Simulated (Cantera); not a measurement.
Charge: 1 mol Ti(OiPr)4, 0.4 mol H2O, 71 mol H2, at 827 °C and 1.10 mbar.

These are equilibrium values from Cantera (NASA tables, ideal gas, pure condensed phases), not measurements of a reactor. Candidate condensed phases: C, C6H6, C7H8, C8H18, H2O, Ti, TiC, TiO, TiO2, Ti2O3, Ti3O5, Ti4O7; 113 gas species. The feed counts by its element totals alone. TiC: taken at fixed stoichiometry. Equilibrium is a limit: real reactors are often held back by kinetics, nucleation or transport.

What is the equilibrium state?

x(H2): 0.951
x(CO): 0.0490
x(CH4): 3.57e-5
x(H2O): 4.58e-6
n(C(graphite)): 6.60 mol
n(TiC(s)): 1.00 mol
gas amount: 89.80 mol
log10 activity of Ti2O3(s) (absent): -1.16
log10 activity of Ti3O5(s) (absent): -1.93
log10 activity of Ti4O7(s) (absent): -2.88
